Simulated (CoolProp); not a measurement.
Vapour-liquid equilibrium of trans-2-butene (1) + acetone (2) at 0.958 MPa; x and y are mole fractions of (1).

Values from CoolProp's multi-fluid Helmholtz-energy mixture model, Lemmon 2005 and Lemmon 2006; pair parameters Bell 2016.

Question: Give the bubble temperature and the first vapour's composition at x = 0.2, 0.35, 0.8. Is there an azeotrope?

Answer: x = 0.2: 383.1 K, y = 0.541; x = 0.35: 370.5 K, y = 0.699; x = 0.8: 355.3 K, y = 0.891. No azeotrope shows between x = 0.05 and 0.95.

The pair parameters rest on a limited set of measurements; away from them the model extrapolates.
